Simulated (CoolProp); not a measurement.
Aqueous potassium formate as a coolant, 46 % by mass, freezing at -45.9 °C, 1 atm.

The numbers come from the Melinder's fits for secondary coolants in CoolProp.

```csv
T (°C),cp (kJ/(kg K)),density (kg/m³),conductivity (W/(m K)),Prandtl number
-29.2,2.651,1328,0.444,74.3
-23,2.662,1326,0.451,54.1
-16.8,2.673,1324,0.458,40.8
-10.6,2.684,1322,0.465,31.8
-4.4,2.694,1320,0.472,25.5
1.8,2.705,1317,0.480,21.0
8,2.716,1314,0.487,17.7
14.2,2.728,1312,0.494,15.1
20.5,2.739,1309,0.501,13.1
26.7,2.751,1306,0.508,11.4
32.9,2.763,1303,0.515,10.1
```
